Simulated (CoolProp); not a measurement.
A single-stage vapour-compression cycle with sulfur hexafluoride: evaporating at 232.15 K (dew point), condensing at 302.15 K (bubble point), superheat 10 K, subcooling 8 K, compressor efficiency 0.8, no pressure losses. Each further row changes one setting.

Values from CoolProp's reference Helmholtz-energy equation of state, Guder 2009.

```json
[
 {"case": "as stated", "cooling COP": "?", "pressure ratio": "7.91", "discharge temperature (K)": "318.6", "refrigerating effect (kJ/kg)": "51.6", "volumetric capacity (kJ/m³)": "1330"},
 {"case": "evaporating temperature 237.15 K", "cooling COP": "1.79", "pressure ratio": "6.54", "discharge temperature (K)": "317.8", "refrigerating effect (kJ/kg)": "53.9", "volumetric capacity (kJ/m³)": "?"},
 {"case": "condensing temperature 297.15 K", "cooling COP": "1.83", "pressure ratio": "?", "discharge temperature (K)": "?", "refrigerating effect (kJ/kg)": "57.3", "volumetric capacity (kJ/m³)": "1480"},
 {"case": "subcooling 13 K", "cooling COP": "?", "pressure ratio": "7.91", "discharge temperature (K)": "318.6", "refrigerating effect (kJ/kg)": "?", "volumetric capacity (kJ/m³)": "1480"},
 {"case": "superheat 20 K", "cooling COP": "?", "pressure ratio": "7.91", "discharge temperature (K)": "327.5", "refrigerating effect (kJ/kg)": "57.7", "volumetric capacity (kJ/m³)": "1410"},
 {"case": "compressor efficiency 0.7", "cooling COP": "1.36", "pressure ratio": "7.91", "discharge temperature (K)": "?", "refrigerating effect (kJ/kg)": "51.6", "volumetric capacity (kJ/m³)": "1330"}
]
```

**Question.** Fill in the missing entries.

**Answer.** 
- as stated, cooling COP: 1.56
- evaporating temperature 237.15 K, volumetric capacity (kJ/m³): 1660
- condensing temperature 297.15 K, pressure ratio: 7.04
- condensing temperature 297.15 K, discharge temperature (K): 313.4
- subcooling 13 K, cooling COP: 1.73
- subcooling 13 K, refrigerating effect (kJ/kg): 57.5
- superheat 20 K, cooling COP: 1.64
- compressor efficiency 0.7, discharge temperature (K): 323.7
